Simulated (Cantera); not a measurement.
**Equilibrium for hydrogen reduction and annealing atmospheres: FeS2 + H2 + H2O**

A closed system holds: 1 mol FeS2, 60 mol H2, 1.9 mol H2O, held at 3.40 mbar.

Cantera equilibrium calculation (NASA polynomials, part measured and part estimated; ideal gas, pure solids and liquids). Candidate condensed phases: Fe, FeO, Fe(OH)2, Fe(OH)3, FeS, FeSO4, FeS2, Fe2O3, Fe2(SO4)3, Fe3O4, H2O, H2SO4, S; 22 gas species. The numbers say what is thermodynamically allowed, not how fast it happens.

```csv
T (K),log p H2,log p H2O,log p H,log p Fe,log p H2S,log p S2,n Fe(γ),n Fe(δ),n Fe(l)
1573,-2.49,-3.99,-5.64,-6.18,-4.35,-4.54,0.988,0,0
1623,-2.49,-3.99,-5.41,-5.78,-4.43,-4.51,0.969,0,0
1673,-2.49,-3.99,-5.19,-5.40,-4.50,-4.49,0,0.926,0
1723,-2.49,-3.99,-4.99,-5.04,-4.58,-4.47,0,0.831,0
1773,-2.50,-3.99,-4.79,-4.70,-4.66,-4.47,0,0.632,0
1823,-2.50,-4.00,-4.61,-4.39,-4.74,-4.48,0,0,0.236
1873,-2.50,-4.01,-4.44,-4.28,-4.82,-4.49,0,0,0
1923,-2.51,-4.01,-4.28,-4.28,-4.90,-4.51,0,0,0
1973,-2.51,-4.01,-4.12,-4.28,-4.98,-4.54,0,0,0
```
log p: log10 of the partial pressure in bar; n: condensed amount in mol.

From 1573 K to 1623 K the condensed part is Fe(γ). From 1673 K to 1773 K the condensed part is Fe(δ). At 1823 K the condensed part is Fe(l). From 1873 K to 1973 K nothing is condensed. The main Fe-bearing gas is Fe throughout.
